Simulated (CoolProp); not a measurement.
Vapour-liquid equilibrium of CH2F2 (R32) (1) + R227EA (2) at 0.814 MPa; x and y are mole fractions of (1).

Values from CoolProp's multi-fluid Helmholtz-energy mixture model, Tillner-Roth 1997 and Lemmon 2016; pair parameters Bell 2016.

Give the bubble temperature and the first vapour's composition at x = 0.05, 0.5, 0.95. Is there an azeotrope?

x = 0.05: 41.3 °C, y = 0.128; x = 0.5: 13.6 °C, y = 0.760; x = 0.95: 1.1 °C, y = 0.978. No azeotrope shows between x = 0.05 and 0.95.

Pair parameters are fitted to limited data, so mixtures are less certain than the pure fluids. The gap from Raoult's law changes sign with composition, which may be real or a fault of the pair parameters; it wasn't checked against measurements.
